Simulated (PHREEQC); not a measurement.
Model water analysis in mmol/kgw, 25 °C, pH 2.81, pe 10.5: Na 5.71; K 0.0506; Ca 2.12; Mg 0.0125; Cl 3.69; S(6) 4.69; Zn 0.0113; Fe(3) 0.00786.

Valence states are taken as typed.

Equilibrium calculation in PHREEQC: ion-association model, phreeqc.dat.

This is a speciation only: nothing precipitates in the calculation.

### Question
Order these Zn species by the share of Zn that they hold, largest first: ZnSO4, Zn+2, ZnCl+, Zn(SO4)2-2.

### Answer
Zn+2 (75 %), ZnSO4 (24 %), Zn(SO4)2-2 (0.76 %), ZnCl+ (0.45 %)

The pH is 2.81 and the ionic strength 0.0168 mol/kgw. Examples of supersaturated solids here: Hematite (slow to form), Goethite (slow to form). Others may be too.
